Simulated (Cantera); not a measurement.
A closed system holds: 1 mol C2F6, 0.084 mol F2, 1 mol H2, at 3325 K.

Method: chemical equilibrium by Gibbs-energy minimisation in Cantera with the NASA 1993 tables (ideal gas, pure condensed phases). Candidate condensed phases: C, C6H6, C7H8, C8H18; 95 gas species. The feed counts by its element totals alone. Gases not in the tables: C2F6 and larger saturated fluorocarbons. The numbers say what is thermodynamically allowed, not how fast it happens.

### Question
Which condensed phases are stable at each of these points (P (Pa)): 1, 3.60, 13, 46, 170, 600, 2200, 7700, 28000, 100000?

### Answer
```
P (Pa)  condensed phases  C condensed (%)
------  ----------------  ---------------
1               gas only              0.0
3.60            gas only              0.0
13              gas only              0.0
46              gas only              0.0
170             gas only              0.0
600             gas only              0.0
2200            gas only              0.0
7700            gas only              0.0
28000        C(graphite)             21.1
100000       C(graphite)             26.0
```

From 1.00e-5 bar to 0.0770 bar nothing is condensed. From 0.280 bar to 1.00 bar the condensed part is C(graphite).
